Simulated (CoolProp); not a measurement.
The fluoroketone C6F12O (FK-5-1-12) along the isobar 0.505 MPa: fugacity coefficient from the reference equation and from simpler models built on Tc = 441.8 K, pc = 1.869 MPa, ω = 0.471; each cubic takes its own stable root.

The numbers come from the reference Helmholtz-energy equation of state, McLinden 2015 in CoolProp.

```
T (K)   phase  reference
-----  ------  ---------
172.9  liquid   1.945e-6
198.1  liquid   6.657e-5
223.4  liquid  0.0008754
248.6  liquid   0.005989
273.9  liquid    0.02635
299.1  liquid    0.08350
324.3  liquid     0.2082
349.6  liquid     0.4335
374.8  liquid     0.7788
400.1     gas     0.8661
425.3     gas     0.8934
```

Task: How far does each simpler model (van der Waals, Redlich-Kwong, Soave-Redlich-Kwong, Peng-Robinson) lie from the reference over these 11 states: mean and median of the absolute difference, and the worst?

Result: 
- van der Waals: mean 89745.8 %, median 571.6 %, worst +892959.1 % at 172.9 K and 0.505 MPa
- Redlich-Kwong: mean 1088.6 %, median 181.2 %, worst +7221.3 % at 172.9 K and 0.505 MPa
- Soave-Redlich-Kwong: mean 7.2 %, median 1.7 %, worst +42.8 % at 172.9 K and 0.505 MPa
- Peng-Robinson: mean 15.7 %, median 1.5 %, worst +92.3 % at 172.9 K and 0.505 MPa

At some of these states van der Waals, Redlich-Kwong gives the other phase, because its saturation line lies elsewhere.
